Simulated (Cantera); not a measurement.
Input (Python, Cantera):

```python
import numpy as np
import cantera as ct

gas = ct.Solution("gri30.yaml")
gas.TPX = 1100, 2700000, {'C3H8': 1, 'O2': 6.58, 'N2': 24.7}
reactor = ct.IdealGasConstPressureReactor(gas, energy="on", clone=False)
net = ct.ReactorNet([reactor])
net.rtol, net.atol = 1e-08, 1e-16
show = ['C3H8', 'O2', 'HO2', 'NO2', 'NO', 'CH2', 'H2O2']
times = np.geomspace(2e-06, 0.2, 15)

steps = ct.SolutionArray(gas, extra=["t"])
rows = []
print(f"{'t/s':>10s}{'T/K':>9s}{'P/Pa':>11s}" + "".join(f"{s:>11s}" for s in show))
for t in times:
    while net.time < t:
        t_next = net.step()
        steps.append(gas.state, t=t_next)
    rows.append([np.interp(t, steps.t, y) for y in (steps.T, steps.P, *steps(*show).X.T)])
    print(f"{t:10.3e}{rows[-1][0]:9.1f}{rows[-1][1]:11.4g}" + "".join(f"{x:11.3e}" for x in rows[-1][2:]))
rate = np.gradient(steps.T, steps.t)
print("integrator steps:", len(steps.t))
if steps.T.max() > steps.T[0] + 200:
    print(f"time of steepest temperature rise: {steps.t[rate.argmax()]:.4e} s")
gas.TPX = 1100, 2700000, {'C3H8': 1, 'O2': 6.58, 'N2': 24.7}
gas.equilibrate("HP")
print(f"equilibrium (HP): T = {gas.T:.1f} K  " + "  ".join(f"{s} {gas[s].X[0]:.3e}" for s in show))
```

It prints:

```
       t/s      T/K       P/Pa       C3H8         O2        HO2        NO2         NO        CH2       H2O2
 2.000e-06   1100.0    2.7e+06  3.098e-02  2.038e-01  2.652e-08  7.254e-28  6.848e-23  4.147e-18  4.750e-10
 4.552e-06   1100.0    2.7e+06  3.098e-02  2.038e-01  6.038e-08  1.848e-26  3.372e-22  2.391e-17  2.514e-09
 1.036e-05   1100.0    2.7e+06  3.098e-02  2.038e-01  1.321e-07  4.766e-25  1.783e-21  1.476e-16  1.259e-08
 2.358e-05   1100.0    2.7e+06  3.098e-02  2.038e-01  2.703e-07  1.289e-23  1.052e-20  1.050e-15  5.863e-08
 5.365e-05   1100.0    2.7e+06  3.098e-02  2.038e-01  4.839e-07  3.738e-22  7.704e-20  8.410e-15  2.355e-07
 1.221e-04   1100.0    2.7e+06  3.097e-02  2.038e-01  6.858e-07  1.116e-20  6.834e-19  4.560e-14  6.997e-07
 2.779e-04   1100.0    2.7e+06  3.093e-02  2.038e-01  8.200e-07  2.151e-19  3.927e-18  8.889e-14  1.322e-06
 6.325e-04   1100.1    2.7e+06  3.081e-02  2.038e-01  1.090e-06  2.643e-18  1.479e-17  1.304e-13  1.961e-06
 1.439e-03   1100.4    2.7e+06  3.047e-02  2.036e-01  2.005e-06  3.663e-17  5.957e-17  2.846e-13  3.800e-06
 3.276e-03   1106.2    2.7e+06  2.805e-02  2.017e-01  1.318e-05  3.750e-15  1.538e-15  6.383e-12  3.213e-05
 7.455e-03   2569.4    2.7e+06  3.292e-46  4.260e-02  1.263e-05  2.096e-05  1.083e-02  5.118e-17  1.012e-06
 1.697e-02   2568.6    2.7e+06  3.262e-46  4.240e-02  1.256e-05  2.173e-05  1.125e-02  5.071e-17  1.008e-06
 3.861e-02   2568.6    2.7e+06  3.262e-46  4.240e-02  1.256e-05  2.173e-05  1.125e-02  5.071e-17  1.008e-06
 8.788e-02   2568.6    2.7e+06  3.262e-46  4.240e-02  1.256e-05  2.173e-05  1.125e-02  5.071e-17  1.008e-06
 2.000e-01   2568.6    2.7e+06  3.262e-46  4.240e-02  1.256e-05  2.173e-05  1.125e-02  5.071e-17  1.008e-06
integrator steps: 2410
time of steepest temperature rise: 3.8999e-03 s
equilibrium (HP): T = 2568.6 K  C3H8 5.188e-46  O2 4.240e-02  HO2 1.256e-05  NO2 2.173e-05  NO 1.125e-02  CH2 7.248e-17  H2O2 1.008e-06
```

Computed with Cantera and GRI-Mech 3.0 (53 species, 325 reactions). GRI-Mech 3.0 was tuned for natural gas; its chemistry of propane as a main component is partial and can be far from experiment. The pressure lies above the range GRI-Mech 3.0 was tuned for (to about 10 atm).
